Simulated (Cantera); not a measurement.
A Cantera script and its output.

```python
import numpy as np
import cantera as ct

gas = ct.Solution("h2o2.yaml")
gas.TPX = 1700, 100000, {'H2': 1, 'O2': 0.357, 'N2': 1.34, 'H2O': 0.55}
reactor = ct.IdealGasReactor(gas, energy="on", clone=False)
net = ct.ReactorNet([reactor])
net.rtol, net.atol = 1e-08, 1e-16
show = ['H2', 'O2', 'H2O', 'H', 'H2O2', 'OH']
times = np.geomspace(4e-06, 3, 10)

steps = ct.SolutionArray(gas, extra=["t"])
rows = []
print(f"{'t/s':>10s}{'T/K':>9s}{'P/Pa':>11s}" + "".join(f"{s:>11s}" for s in show))
for t in times:
    while net.time < t:
        t_next = net.step()
        steps.append(gas.state, t=t_next)
    rows.append([np.interp(t, steps.t, y) for y in (steps.T, steps.P, *steps(*show).X.T)])
    print(f"{t:10.3e}{rows[-1][0]:9.1f}{rows[-1][1]:11.4g}" + "".join(f"{x:11.3e}" for x in rows[-1][2:]))
rate = np.gradient(steps.T, steps.t)
print("integrator steps:", len(steps.t))
if steps.T.max() > steps.T[0] + 200:
    print(f"time of steepest temperature rise: {steps.t[rate.argmax()]:.4e} s")
gas.TPX = 1700, 100000, {'H2': 1, 'O2': 0.357, 'N2': 1.34, 'H2O': 0.55}
gas.equilibrate("UV")
print(f"equilibrium (UV): T = {gas.T:.1f} K  " + "  ".join(f"{s} {gas[s].X[0]:.3e}" for s in show))
```

Result:

```
       t/s      T/K       P/Pa         H2         O2        H2O          H       H2O2         OH
 4.000e-06   1700.1      1e+05  3.076e-01  1.098e-01  1.696e-01  2.286e-04  5.172e-07  3.368e-05
 1.798e-05   2221.4  1.266e+05  1.150e-01  1.623e-02  3.257e-01  7.373e-02  6.067e-07  3.005e-02
 8.084e-05   2824.0  1.541e+05  1.119e-01  6.398e-03  3.737e-01  2.977e-02  4.800e-07  2.851e-02
 3.634e-04   2863.3  1.557e+05  1.111e-01  5.751e-03  3.776e-01  2.738e-02  4.991e-07  2.760e-02
 1.634e-03   2863.3  1.557e+05  1.111e-01  5.751e-03  3.776e-01  2.738e-02  4.991e-07  2.760e-02
 7.345e-03   2863.3  1.557e+05  1.111e-01  5.751e-03  3.776e-01  2.738e-02  4.991e-07  2.760e-02
 3.302e-02   2863.3  1.557e+05  1.111e-01  5.751e-03  3.776e-01  2.738e-02  4.991e-07  2.760e-02
 1.484e-01   2863.3  1.557e+05  1.111e-01  5.751e-03  3.776e-01  2.738e-02  4.991e-07  2.760e-02
 6.673e-01   2863.3  1.557e+05  1.111e-01  5.751e-03  3.776e-01  2.738e-02  4.991e-07  2.760e-02
 3.000e+00   2863.3  1.557e+05  1.111e-01  5.751e-03  3.776e-01  2.738e-02  4.991e-07  2.760e-02
integrator steps: 1140
time of steepest temperature rise: 9.0333e-06 s
equilibrium (UV): T = 2863.3 K  H2 1.111e-01  O2 5.751e-03  H2O 3.776e-01  H 2.738e-02  H2O2 4.991e-07  OH 2.760e-02
```

Computed with Cantera and the H2/O2 subset of GRI-Mech 3.0, which has no nitrogen chemistry.
